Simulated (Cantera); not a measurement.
A closed system holds: 1 mol Fe₂O₃, 2.5 mol H₂, 0.68 mol CO₂, at 190000 Pa.

Cantera equilibrium calculation (NASA polynomials, part measured and part estimated; ideal gas, pure solids and liquids). Candidate condensed phases: C, C₆H₆, C₇H₈, C₈H₁₈, Fe, Fe(CO)₅, FeO, Fe(OH)₂, Fe(OH)₃, Fe₂O₃, Fe₃O₄, H₂O; 114 gas species. The tables' stoichiometric FeO is somewhat more stable than real wüstite, so its field is too wide. FeO: taken at fixed stoichiometry. The numbers say what is thermodynamically allowed, not how fast it happens.

x: gas mole fraction; n: condensed amount in mol.

```json
[
 {"T (K)": "1000", "x H₂O": "0.403", "x H₂": "0.382", "x CO": "0.0847", "x CO₂": "0.128", "x CH₄": "0.00160", "x H": "1.02e-9", "x Fe(OH)₂": "(withheld)", "n FeO(s)": "2.00", "n FeO(l)": "0"},
 {"T (K)": "1100", "x H₂O": "0.416", "x H₂": "0.370", "x CO": "0.101", "x CO₂": "0.112", "x CH₄": "0.000143", "x H": "1.14e-8", "x Fe(OH)₂": "(withheld)", "n FeO(s)": "2.00", "n FeO(l)": "0"},
 {"T (K)": "1200", "x H₂O": "0.429", "x H₂": "0.357", "x CO": "0.114", "x CO₂": "0.0997", "x CH₄": "1.80e-5", "x H": "8.56e-8", "x Fe(OH)₂": "(withheld)", "n FeO(s)": "2.00", "n FeO(l)": "0"},
 {"T (K)": "1300", "x H₂O": "0.439", "x H₂": "0.347", "x CO": "0.125", "x CO₂": "0.0893", "x CH₄": "3.07e-6", "x H": "4.73e-7", "x Fe(OH)₂": "(withheld)", "n FeO(s)": "2.00", "n FeO(l)": "0"},
 {"T (K)": "1400", "x H₂O": "0.447", "x H₂": "0.339", "x CO": "0.133", "x CO₂": "0.0809", "x CH₄": "6.71e-7", "x H": "2.05e-6", "x Fe(OH)₂": "(withheld)", "n FeO(s)": "2.00", "n FeO(l)": "0"},
 {"T (K)": "1500", "x H₂O": "0.454", "x H₂": "0.332", "x CO": "0.140", "x CO₂": "0.0740", "x CH₄": "1.79e-7", "x H": "7.36e-6", "x Fe(OH)₂": "(withheld)", "n FeO(s)": "2.00", "n FeO(l)": "0"},
 {"T (K)": "1600", "x H₂O": "0.460", "x H₂": "0.326", "x CO": "0.146", "x CO₂": "0.0683", "x CH₄": "5.65e-8", "x H": "2.25e-5", "x Fe(OH)₂": "(withheld)", "n FeO(s)": "2.00", "n FeO(l)": "0"},
 {"T (K)": "1700", "x H₂O": "0.465", "x H₂": "0.321", "x CO": "0.150", "x CO₂": "0.0636", "x CH₄": "2.05e-8", "x H": "6.06e-5", "x Fe(OH)₂": "(withheld)", "n FeO(s)": "0", "n FeO(l)": "2.00"},
 {"T (K)": "1800", "x H₂O": "0.469", "x H₂": "0.317", "x CO": "0.154", "x CO₂": "0.0596", "x CH₄": "8.33e-9", "x H": "0.000146", "x Fe(OH)₂": "(withheld)", "n FeO(s)": "0", "n FeO(l)": "2.00"}
]
```

Problem. Complete the blanks.

Solution. 
- 1000, x Fe(OH)₂: 4.54e-9
- 1100, x Fe(OH)₂: 3.38e-8
- 1200, x Fe(OH)₂: 1.81e-7
- 1300, x Fe(OH)₂: 7.45e-7
- 1400, x Fe(OH)₂: 2.49e-6
- 1500, x Fe(OH)₂: 7.06e-6
- 1600, x Fe(OH)₂: 1.75e-5
- 1700, x Fe(OH)₂: 3.68e-5
- 1800, x Fe(OH)₂: 6.76e-5
